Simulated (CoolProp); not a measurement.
Vapour-liquid equilibrium of benzene (1) + octamethylcyclotetrasiloxane (D4) (2) at 359.3 K; x and y are mole fractions of (1).

Computed with CoolProp (multi-fluid Helmholtz-energy mixture model, Thol 2012 and Thol 2015; pair parameters Bell 2016).

Give the bubble pressure and the first vapour's composition at x = 0.575, 0.8, 0.95. Is there an azeotrope?

x = 0.575: 0.07074 MPa, y = 0.969; x = 0.8: 0.09657 MPa, y = 0.989; x = 0.95: 0.1155 MPa, y = 0.998. No azeotrope shows between x = 0.05 and 0.95.

The pair parameters rest on a limited set of measurements; away from them the model extrapolates.
